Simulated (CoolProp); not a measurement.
R134a at 230.79 K and 11 MPa flows at 12 m/s in a round tube of 1 mm bore and 45 µm roughness, fully developed (64/Re and Nu = 3.66 if laminar; Colebrook and Gnielinski if turbulent). Each further row changes one setting.

The numbers come from the reference Helmholtz-energy equation of state, Tillner-Roth 1994 in CoolProp.

| case | Reynolds number | Darcy friction factor | pressure drop (Pa/m) | heat-transfer coefficient (W/(m² K)) | mass flow (kg/h) |
|---|---|---|---|---|---|
| as stated | 32000 | 0.0689 | (withheld) | 49500 | (withheld) |
| velocity 24 m/s | 64000 | 0.0686 | (withheld) | (withheld) | (withheld) |
| diameter 2 mm | 64000 | (withheld) | (withheld) | (withheld) | 196 |

Problem. Some entries are withheld; supply them.

Solution. 
- as stated, pressure drop (Pa/m): 7180000
- as stated, mass flow (kg/h): 49.1
- velocity 24 m/s, pressure drop (Pa/m): 2.86e7
- velocity 24 m/s, heat-transfer coefficient (W/(m² K)): 100000
- velocity 24 m/s, mass flow (kg/h): 98.2
- diameter 2 mm, Darcy friction factor: 0.0515
- diameter 2 mm, pressure drop (Pa/m): 2680000
- diameter 2 mm, heat-transfer coefficient (W/(m² K)): 41700

Viscosity comes from a separate model (Huber 2003), an estimate that may be off by 10 % or more. Thermal conductivity comes from a separate model (McLinden 2000), an estimate that may be off by 10 % or more.
